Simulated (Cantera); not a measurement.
A closed system holds: 1 mol Si₃N₄, 0.61 mol H₂O, 800 mol H₂, equilibrated at 1 atm.

Equilibrium computed with Cantera from the NASA thermochemical tables; the gas is ideal and each condensed phase is pure. Candidate condensed phases: H₂O, Si, SiO₂, Si₂N₂O, Si₃N₄; 35 gas species. Mutual solubility and eutectic melting of coexisting phases are not modelled. Gases not in the tables: Si₂H₆ and higher silanes. Rates play no part.

Task: Which condensed phases are stable at each of these points (T (K)): 1173, 1273, 1373, 1473, 1573, 1673, 1773, 1873, 1973?

Result: 
```tsv
T (K)	condensed phases	Si condensed (%)
1173	Si₂N₂O(s) + Si₃N₄(s)	100.0
1273	Si₂N₂O(s) + Si₃N₄(s)	100.0
1373	Si₂N₂O(s) + Si₃N₄(s)	100.0
1473	Si₂N₂O(s) + Si₃N₄(s)	100.0
1573	Si₂N₂O(s) + Si₃N₄(s)	99.8
1673	Si(s) + Si₂N₂O(s) + Si₃N₄(s)	98.7
1773	Si(l) + Si₂N₂O(s)	85.3
1873	Si(l)	77.9
1973	Si(l)	75.7
```

From 1173 K to 1573 K the condensed part is Si₂N₂O(s) + Si₃N₄(s). At 1673 K the condensed part is Si(s) + Si₂N₂O(s) + Si₃N₄(s). At 1773 K the condensed part is Si(l) + Si₂N₂O(s). From 1873 K to 1973 K the condensed part is Si(l).
